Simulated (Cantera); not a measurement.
A freely propagating, adiabatic, planar premixed flame of CH4 : CO : O2 : N2 : CO2 = 1 : 0.1 : 2.2 : 8.29 : 1.3 (molar parts), equivalence ratio 0.93, unburnt at 425 K and 1.58 atm; mixture-averaged transport, grid criteria slope 0.08 and curve 0.16, no radiation.

Model: GRI-Mech 3.0 (53 species, 325 reactions), integrated in Cantera. Burning velocities carry a grid error of a few per cent, more on coarse grids.

x: mole fraction of selected species; z is measured from the peak of heat release.

```json
[
 {"z (mm)": "-1.39", "T (K)": "425", "u (m/s)": "0.271", "x CH4": "0.0775", "x CO": "0.00776", "x O2": "0.171", "x C2H4": "___", "x HO2": "4.35e-8", "x CH2O": "1.38e-7"},
 {"z (mm)": "-0.927", "T (K)": "430", "u (m/s)": "0.275", "x CH4": "0.0771", "x CO": "0.00783", "x O2": "0.170", "x C2H4": "___", "x HO2": "5.77e-7", "x CH2O": "2.77e-6"},
 {"z (mm)": "-0.695", "T (K)": "443", "u (m/s)": "0.283", "x CH4": "0.0760", "x CO": "0.00807", "x O2": "0.169", "x C2H4": "___", "x HO2": "2.36e-6", "x CH2O": "1.34e-5"},
 {"z (mm)": "-0.464", "T (K)": "519", "u (m/s)": "0.333", "x CH4": "0.0709", "x CO": "0.00965", "x O2": "0.163", "x C2H4": "___", "x HO2": "1.56e-5", "x CH2O": "0.000106"},
 {"z (mm)": "-0.232", "T (K)": "889", "u (m/s)": "0.576", "x CH4": "0.0481", "x CO": "0.0188", "x O2": "0.129", "x C2H4": "___", "x HO2": "9.23e-5", "x CH2O": "0.000711"},
 {"z (mm)": "-0.116", "T (K)": "1252", "u (m/s)": "0.815", "x CH4": "0.0259", "x CO": "0.0291", "x O2": "0.0925", "x C2H4": "___", "x HO2": "0.000122", "x CH2O": "0.000884"},
 {"z (mm)": "0", "T (K)": "1615", "u (m/s)": "1.05", "x CH4": "0.00474", "x CO": "0.0379", "x O2": "0.0510", "x C2H4": "___", "x HO2": "7.97e-5", "x CH2O": "0.000386"},
 {"z (mm)": "0.116", "T (K)": "1758", "u (m/s)": "1.14", "x CH4": "0.000124", "x CO": "0.0309", "x O2": "0.0313", "x C2H4": "___", "x HO2": "1.60e-5", "x CH2O": "2.07e-5"},
 {"z (mm)": "0.232", "T (K)": "1815", "u (m/s)": "1.17", "x CH4": "1.67e-6", "x CO": "0.0237", "x O2": "0.0260", "x C2H4": "<1e-8", "x HO2": "1.00e-5", "x CH2O": "3.27e-7"},
 {"z (mm)": "0.464", "T (K)": "1881", "u (m/s)": "1.21", "x CH4": "<1e-8", "x CO": "0.0176", "x O2": "0.0222", "x C2H4": "<1e-8", "x HO2": "6.36e-6", "x CH2O": "<1e-8"},
 {"z (mm)": "0.927", "T (K)": "1944", "u (m/s)": "1.25", "x CH4": "<1e-8", "x CO": "0.0126", "x O2": "0.0189", "x C2H4": "<1e-8", "x HO2": "3.48e-6", "x CH2O": "<1e-8"},
 {"z (mm)": "1.85", "T (K)": "1993", "u (m/s)": "1.27", "x CH4": "<1e-8", "x CO": "0.00811", "x O2": "0.0162", "x C2H4": "<1e-8", "x HO2": "1.80e-6", "x CH2O": "<1e-8"},
 {"z (mm)": "3.71", "T (K)": "2024", "u (m/s)": "1.29", "x CH4": "<1e-8", "x CO": "0.00490", "x O2": "0.0145", "x C2H4": "<1e-8", "x HO2": "1.00e-6", "x CH2O": "<1e-8"}
]
```

### Question
Some entries are withheld; supply them.

### Answer

- -1.39, x C2H4: 2.96e-8
- -0.927, x C2H4: 5.83e-7
- -0.695, x C2H4: 2.81e-6
- -0.464, x C2H4: 2.25e-5
- -0.232, x C2H4: 0.000186
- -0.116, x C2H4: 0.000361
- 0, x C2H4: 0.000171
- 0.116, x C2H4: 2.06e-6
